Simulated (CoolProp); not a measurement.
The fluid at 213.63 K and 17.8 MPa flows at 0.77 m/s in a round tube of 6 mm bore and 1.5 µm roughness, fully developed (64/Re and Nu = 3.66 if laminar; Colebrook and Gnielinski if turbulent). The same conditions are run with several fluids, on thermodynamics alone (safety and materials aside).

Values from CoolProp's reference Helmholtz-energy equation of state of each fluid (ethanol: Schroeder 2014; C2F6 (R116): Lemmon 2006; R134a: Tillner-Roth 1994; isobutane: Bücker 2006; R245fa: Akasaka 2015).

**Question.** Rank ethanol, C2F6 (R116), R134a, isobutane, R245fa by Reynolds number, highest first.

**Answer.** C2F6 (R116) (17200), R134a (8840), isobutane (5860), R245fa (4490), ethanol (413)

```json
[
 {"fluid": "ethanol", "Darcy friction factor": "0.155", "pressure drop (Pa/m)": "6640", "heat-transfer coefficient (W/(m² K))": "120", "mass flow (kg/h)": "68.0"},
 {"fluid": "C2F6 (R116)", "Darcy friction factor": "0.0274", "pressure drop (Pa/m)": "2170", "heat-transfer coefficient (W/(m² K))": "1500", "mass flow (kg/h)": "126"},
 {"fluid": "R134a", "Darcy friction factor": "0.0323", "pressure drop (Pa/m)": "2400", "heat-transfer coefficient (W/(m² K))": "1530", "mass flow (kg/h)": "118"},
 {"fluid": "isobutane", "Darcy friction factor": "0.0360", "pressure drop (Pa/m)": "1170", "heat-transfer coefficient (W/(m² K))": "1070", "mass flow (kg/h)": "51.6"},
 {"fluid": "R245fa", "Darcy friction factor": "0.0389", "pressure drop (Pa/m)": "3010", "heat-transfer coefficient (W/(m² K))": "957", "mass flow (kg/h)": "123"}
]
```

Transport values come from each fluid's own correlations; those of C2F6 (R116), R134a, R245fa are estimates that may be off by 10 % or more.
